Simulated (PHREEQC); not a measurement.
1.2 g of hydrous ferric oxide (600 m²/g; 0.2 weak and 0.005 strong sites per Fe, Dzombak-Morel constants, diffuse double layer) in 1 kg of water with 0.01 mol/kgw of an inert sodium salt and 0.034 mmol/kgw NiCl2 and 0.027 mmol/kgw PbCl2, at 25 °C; the pH is set by adding NaOH or the inert anion's acid. Oxygen is held at 0.21 atm. The system is closed to CO2. Precipitation was switched off in this run.

Equilibrium calculation in PHREEQC: ion-association model, wateq4f.dat.

```
pH    Ni sorbed (%)  Pb sorbed (%)  surface charge σ (C/m²)  surface potential ψ (mV)
----  -------------  -------------  -----------------------  ------------------------
3               0.0            7.8                    0.328                       201
3.5             0.0           38.8                      ___                       195
4               0.0           80.3                    0.221                       184
4.5             0.2           96.5                    0.164                       169
5               1.1           99.5                    0.116                       152
5.5             7.6           99.9                    0.079                       133
6              33.9          100.0                    0.051                       111
6.5            73.8          100.0                    0.032                        88
7              95.0          100.0                    0.018                        63
7.5            99.4          100.0                    0.009                        36
8              99.9          100.0                      ___                         8
8.5           100.0          100.0                   -0.005                       -19
9             100.0          100.0                      ___                       -46
9.5           100.0          100.0                      ___                       -73
10            100.0          100.0                   -0.039                       ___
10.5          100.0          100.0                   -0.063                      -120
11            100.0          100.0                   -0.097                      -141
```

**Question.** Fill in the missing entries.

**Answer.** 
- 3.5, surface charge σ (C/m²): 0.280
- 8, surface charge σ (C/m²): 0.002
- 9, surface charge σ (C/m²): -0.012
- 9.5, surface charge σ (C/m²): -0.023
- 10, surface potential ψ (mV): -98

Species that the database lacks are ignored. The oxide is taken as insoluble; below pH 4 it would dissolve.
